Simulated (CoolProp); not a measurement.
Hexamethyldisiloxane (MM) along the isotherm 18.05 °C: density (kg/m³) from the reference equation and from simpler models built on Tc = 245.6 °C, pc = 1.931 MPa, ω = 0.418; each cubic takes its own stable root.

Model: reference Helmholtz-energy equation of state, Thol 2016, in CoolProp.

```csv
p (MPa),phase,reference,van der Waals,Soave-Redlich-Kwong,Peng-Robinson
0.0878,liquid,766.9,6.221,711.9,801.5
0.176,liquid,767.1,460.0,712.1,801.6
0.263,liquid,767.2,460.4,712.3,801.8
0.351,liquid,767.3,460.8,712.4,802.0
0.439,liquid,767.5,461.3,712.6,802.1
0.527,liquid,767.6,461.7,712.8,802.3
0.614,liquid,767.7,462.1,713.0,802.4
0.702,liquid,767.9,462.5,713.1,802.6
0.79,liquid,768.0,462.9,713.3,802.8
0.878,liquid,768.1,463.3,713.5,802.9
0.966,liquid,768.3,463.7,713.6,803.1
```

At some of these states van der Waals gives the other phase, because its saturation line lies elsewhere.
